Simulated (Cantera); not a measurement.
Cantera with NASA thermochemical tables; ideal gases at 1 bar, condensed phases pure. Values are per mole of reaction as written; species without (g) are pure solids or liquids, kept so even where they would boil at 1 bar.

NaI + H(g) ⇌ HI(g) + Na(g), with ΔH° = 203.5 kJ and ΔS° = 146.9 J/K at 300 K.

Task: How far is the shortcut ΔG° ≈ ΔH°(300 K) − T·ΔS°(300 K) from the full temperature-dependent value at 1673, 1723, 1773, 1823, 1873, 1923 K?

Result: 
```tsv
T (K)	shortcut (kJ)	full (kJ)	difference (kJ)	difference in log10 K	condensed phases
1673	-42.4	15.6	-57.9	1.81	NaI(l)
1723	-49.7	11.8	-61.5	1.87	NaI(l)
1773	-57.1	8.1	-65.2	1.92	NaI(l)
1823	-64.4	4.5	-68.9	1.97	NaI(l)
1873	-71.7	0.9	-72.6	2.03	NaI(l)
1923	-79.1	-2.7	-76.4	2.08	NaI(l)
```
The shortcut ignores heat capacities and the phase changes listed.
